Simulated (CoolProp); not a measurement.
Properties of dimethyl carbonate along the isotherm 108.55 °C (Tc = 283.9 °C, pc = 49.09 bar, ω = 0.346).

The numbers come from the reference Helmholtz-energy equation of state, Zhou 2011 in CoolProp.

```
p (bar)   phase  density (kg/m³)  cv (kJ/(kg K))  isothermal compressibility (1/MPa)  expansivity (1/kK)
-------  ------  ---------------  --------------  ----------------------------------  ------------------
2.23     liquid            947.3           1.479                            0.001883               1.570
4.46     liquid            947.7           1.479                            0.001875               1.566
6.69     liquid            948.1           1.479                                   ?               1.561
8.93     liquid            948.5           1.479                            0.001859               1.557
11.2     liquid            948.9           1.479                            0.001851               1.553
13.4     liquid            949.3           1.479                            0.001843                   ?
15.6     liquid            949.6           1.479                            0.001836                   ?
17.9     liquid            950.0           1.479                            0.001828               1.541
20.1     liquid            950.4           1.480                            0.001821               1.537
22.3     liquid            950.8           1.480                            0.001813               1.533
24.5     liquid            951.2           1.480                            0.001806                   ?
```

Q: Fill in the missing entries.

A: 
- 6.69, isothermal compressibility (1/MPa): 0.001867
- 13.4, expansivity (1/kK): 1.549
- 15.6, expansivity (1/kK): 1.545
- 24.5, expansivity (1/kK): 1.529
